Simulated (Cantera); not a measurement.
A perfectly stirred reactor is fed with H2 : O2 : N2 = 0.88 : 1 : 0.87 (molar parts), equivalence ratio 0.44, at 15000 Pa; it is held at 925 K, and followed from long to short residence time.

Computed with Cantera and the H2/O2 subset of GRI-Mech 3.0, which has no nitrogen chemistry. Below about 950 K walls govern HO2 and H2O2 in real vessels. The temperature is held fixed by assumption; the heat of reaction is taken as removed at once.

Q: What does this change do: temperature 925 to 1025 K?

A: 
| quantity | before | after |
|---|---|---|
| x(H2) at τ = 0.730 s | 0.0288 | 0.00185 |
| x(O2) at τ = 0.730 s | 0.253 | 0.243 |
| x(H) at τ = 0.730 s | 9.89e-6 | 1.39e-5 |
| x(HO2) at τ = 0.730 s | 9.09e-5 | 3.13e-5 |
| x(H2O) at τ = 0.730 s | 0.347 | 0.379 |
| x(H2) at τ = 36.0 ms | 0.0411 | 0.00925 |
| x(O2) at τ = 36.0 ms | 0.258 | 0.245 |
| x(H) at τ = 36.0 ms | 0.000193 | 0.000276 |
| x(HO2) at τ = 36.0 ms | 0.000107 | 6.83e-5 |
| x(H2O) at τ = 36.0 ms | 0.332 | 0.369 |

Q: What does this change do: pressure from 15000 Pa to 13300 Pa?

A: 
| quantity | before | after |
|---|---|---|
| x(H2) at τ = 0.730 s | 0.0288 | 0.0193 |
| x(O2) at τ = 0.730 s | 0.253 | 0.250 |
| x(H) at τ = 0.730 s | 9.89e-6 | 1.27e-5 |
| x(HO2) at τ = 0.730 s | 9.09e-5 | 7.75e-5 |
| x(H2O) at τ = 0.730 s | 0.347 | 0.358 |
| x(H2) at τ = 36.0 ms | 0.0411 | 0.0350 |
| x(O2) at τ = 36.0 ms | 0.258 | 0.255 |
| x(H) at τ = 36.0 ms | 0.000193 | 0.000248 |
| x(HO2) at τ = 36.0 ms | 0.000107 | 9.48e-5 |
| x(H2O) at τ = 36.0 ms | 0.332 | 0.339 |
Radical loss at walls, strong at low pressure, is not modelled.
